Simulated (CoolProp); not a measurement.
Vapour-liquid equilibrium of cyclohexane (1) + p-xylene (2) at 50.4 kPa; x and y are mole fractions of (1).

Values from CoolProp's multi-fluid Helmholtz-energy mixture model, Zhou 2014 and Zhou 2012; pair parameters Bell 2016.

**Question.** Give the bubble temperature and the first vapour's composition at x = 0.2, 0.5, 0.65. Is there an azeotrope?

**Answer.** x = 0.2: 362.9 K, y = 0.632; x = 0.5: 346.3 K, y = 0.867; x = 0.65: 341.3 K, y = 0.919. No azeotrope shows between x = 0.05 and 0.95.

Pair parameters are fitted to limited data, so mixtures are less certain than the pure fluids.
